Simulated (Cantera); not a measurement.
Input: 1 mol TiC, 0.35 mol C, 0.036 mol H2, at 2023.15 K and 9.60 Pa.

Cantera equilibrium calculation (NASA polynomials, part measured and part estimated; ideal gas, pure solids and liquids). Candidate condensed phases: C, C6H6, C7H8, C8H18, Ti, TiC; 77 gas species. TiC: taken at fixed stoichiometry. Kinetics and transport are ignored.

Base state: H2 0.823, H 0.176, C2H2 (acetylene) 0.000736, Ti 1.24e-5 (mole fractions); condensed: C(graphite) + TiC(s).

Task: What changes in the equilibrium state with this change: temperature from 2023.15 K to 2775 K?

Result: 
```tsv
species	before	after
Ti	1.24e-5	0.371
H	0.176	0.307
C3	5.07e-7	0.241
H2	0.823	0.00162
C2	4.31e-8	0.0234
C	5.19e-7	0.0521
C5	<1e-9	0.00211
C4	<1e-9	0.000408
CH	2.28e-8	1.38e-5
C2H	3.19e-6	0.00114
C2H2 (acetylene)	0.000736	4.95e-5
C(graphite), mol	0.350	0.242
TiC(s), mol	1.00	0.914
```

Task: What changes in the equilibrium state with this change: 0.03 mol O2 added?

Result: 
| species | before | after |
|---|---|---|
| CO | 0 | 0.592 |
| H2 | 0.823 | 0.301 |
| H | 0.176 | 0.107 |
| Ti | 1.24e-5 | 1.24e-5 |
| C2H2 (acetylene) | 0.000736 | 0.000270 |
| C(graphite), mol | 0.350 | 0.290 |
| TiC(s), mol | 1.00 | 1.000 |
Further candidate phases: H2O, TiO, TiO2, Ti2O3, Ti3O5, Ti4O7.

Task: What changes in the equilibrium state with this change: pressure from 9.60 Pa to 0.100 bar?

Result: 
```json
[
 {"species": "H2", "before": "0.823", "after": "0.993"},
 {"species": "H", "before": "0.176", "after": "0.00599"},
 {"species": "C2H2 (acetylene)", "before": "0.000736", "after": "0.000888"},
 {"species": "Ti", "before": "1.24e-5", "after": "1.19e-8"},
 {"species": "CH4", "before": "2.60e-8", "after": "3.94e-5"},
 {"species": "C(graphite), mol", "before": "0.350", "after": "0.350"},
 {"species": "TiC(s), mol", "before": "1.00", "after": "1.00"}
]
```
